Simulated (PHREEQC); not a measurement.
Solution (40 °C): 0.0081 mol H2S, 0.00046 mol HCl and 0.00022 mol ZnCl2 per kg of water. Closed to the air; pH follows from the charge balance.

Computed with PHREEQC (ion-association model, wateq4f.dat).

| quantity | before | after |
|---|---|---|
| pH | 3.06 | 3.35 |
| ionic strength (mol/kgw) | 0.000902 | 0.000683 |
| H2S (mol/kgw) | 0.00766 | 0.00810 |
| HS- (mol/kgw) | 1.54e-6 | 3.13e-6 |

Problem. Which change was made?
(A) H2S from 0.0081 to 0.00081 mol/kgw
(B) H2S from 0.0081 to 0.0121 mol/kgw
(C) temperature from 40 to 45 °C
(D) ZnCl2 replaced by NaCl at the same molality

Solution. D, ZnCl2 replaced by NaCl at the same molality

Precipitation was switched off in this run. Some of these states are supersaturated (in Sphalerite (slow to form), for instance). Away from 25 °C the constants follow the database's enthalpies or fits; those with neither stay at their 25 °C values.
